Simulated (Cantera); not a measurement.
An adiabatic, constant-pressure homogeneous reactor starts with 7.40 % C₃H₈, 19.5 % O₂, 73.2 % N₂, at 1225 K and 19.0 bar.

Model: GRI-Mech 3.0 (53 species, 325 reactions), integrated in Cantera. GRI-Mech 3.0 was tuned for natural gas; its chemistry of propane as a main component is partial and can be far from experiment. The pressure lies above the range GRI-Mech 3.0 was tuned for (to about 10 atm).

Question: Predict: time of steepest temperature rise; temperature at 7.00 s; equilibrium temperature; x(O₂) at 7.00 s; x(H) at 7.00 s; x(H₂O) at 7.00 s; x(H₂O₂) at 7.00 s.

Answer: 
```json
{
 "time_of_steepest_temperature_rise": "0.732 ms",
 "temperature at 7.00 s": "2451 K",
 "equilibrium_temperature": "2451 K",
 "x(O₂) at 7.00 s": "9.16e-7 (gas-phase equilibrium 9.16e-7)",
 "x(H) at 7.00 s": "0.00165 (gas-phase equilibrium 0.00165)",
 "x(H₂O) at 7.00 s": "0.111 (gas-phase equilibrium 0.111)",
 "x(H₂O₂) at 7.00 s": "2.93e-9 (gas-phase equilibrium 2.93e-9)"
}
```
